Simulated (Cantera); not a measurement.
An isothermal, constant-pressure homogeneous reactor starts with CH4 : CO2 = 1 : 0.41 (molar parts), at 1248 K and 0.260 bar. Integrator tolerance rtol = 1e-08.

Detailed kinetics in Cantera: GRI-Mech 3.0 (53 species, 325 reactions). GRI-Mech 3.0 stops at C3 and has no aromatics, soot or wall deposition, so with more carbon than oxygen in the feed, carbon stays in small species such as C2H2 where larger ones or solid carbon would form.

What does this change do: pressure from 0.260 bar to 5.00 bar?


```json
[
 {"quantity": "x(CH4) at 100 s", "before": "0.618 (gas-phase equilibrium 0.201)", "after": "0.454 (gas-phase equilibrium 0.262)"},
 {"quantity": "x(CO2) at 100 s", "before": "0.267 (gas-phase equilibrium 7.94e-7)", "after": "0.141 (gas-phase equilibrium 0.000188)"},
 {"quantity": "x(C2H4) at 100 s", "before": "0.00396 (gas-phase equilibrium 0.0103)", "after": "0.0601 (gas-phase equilibrium 0.00118)"},
 {"quantity": "x(CH2O) at 100 s", "before": "7.61e-8 (gas-phase equilibrium 1.84e-8)", "after": "1.19e-7 (gas-phase equilibrium 3.24e-7)"},
 {"quantity": "x(HO2) at 100 s", "before": "<1e-12 (gas-phase equilibrium <1e-12)", "after": "<1e-12 (gas-phase equilibrium <1e-12)"}
]
```

What does this change do: CH4 1 to 0.47 parts?


```json
[
 {"quantity": "x(CH4) at 100 s", "before": "0.618 (gas-phase equilibrium 0.201)", "after": "0.473 (gas-phase equilibrium 0.0342)"},
 {"quantity": "x(CO2) at 100 s", "before": "0.267 (gas-phase equilibrium 7.94e-7)", "after": "0.436 (gas-phase equilibrium 1.15e-5)"},
 {"quantity": "x(C2H4) at 100 s", "before": "0.00396 (gas-phase equilibrium 0.0103)", "after": "0.00240 (gas-phase equilibrium 0.000226)"},
 {"quantity": "x(CH2O) at 100 s", "before": "7.61e-8 (gas-phase equilibrium 1.84e-8)", "after": "1.35e-7 (gas-phase equilibrium 2.90e-8)"},
 {"quantity": "x(HO2) at 100 s", "before": "<1e-12 (gas-phase equilibrium <1e-12)", "after": "<1e-12 (gas-phase equilibrium <1e-12)"}
]
```
